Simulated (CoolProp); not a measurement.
R236FA along the isotherm 126.85 °C: fugacity coefficient from the reference equation and from simpler models built on Tc = 124.9 °C, pc = 31.91 bar, ω = 0.377; each cubic takes its own stable root.

Computed with CoolProp (reference Helmholtz-energy equation of state, Pan 2012).

```
p (bar)          phase  reference
-------  -------------  ---------
2.99               gas     0.9681
5.98               gas     0.9366
8.97               gas     0.9054
12                 gas     0.8741
15                 gas     0.8433
17.9               gas     0.8136
20.9               gas     0.7828
23.9               gas     0.7519
26.9               gas     0.7205
29.9               gas     0.6881
32.9     supercritical     0.6529
35.9     supercritical     0.6102
38.9     supercritical     0.5727
41.9     supercritical     0.5404
44.9     supercritical     0.5122
47.9     supercritical     0.4875
```

Problem. How far does each simpler model (van der Waals, Redlich-Kwong, Soave-Redlich-Kwong) lie from the reference over these 16 states: mean and median of the absolute difference, and the worst?

Solution. 
- van der Waals: mean 4.4 %, median 4.1 %, worst +9.3 % at 126.85 °C and 47.9 bar
- Redlich-Kwong: mean 1.0 %, median 0.7 %, worst +3.0 % at 126.85 °C and 47.9 bar
- Soave-Redlich-Kwong: mean 1.3 %, median 0.8 %, worst +3.5 % at 126.85 °C and 47.9 bar
